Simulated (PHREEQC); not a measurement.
Model water analysis in mg/kgw, 20 °C, pH 3.18, pe 12.9:

```
constituent  mg/kgw
-----------  ------
Na              535
K              2.57
Ca              453
Mg             57.8
Cl              612
S(6) as SO4    1640
Mn(2)          67.5
Sr             8.98
```

Cl is adjusted to close the charge balance.
Valence states are taken as typed.

Equilibrium calculation in PHREEQC: ion-association model, phreeqc.dat.

Task: The ionic strength comes out as 0.0679 mol/kgw. What activity coefficients do CaHSO4+, Ca+2, KSO4-, Cl-, MnCl+ get?

Result: CaHSO4+ 0.81, Ca+2 0.44, KSO4- 0.81, Cl- 0.80, MnCl+ 0.81.

This is a speciation only: nothing precipitates in the calculation.
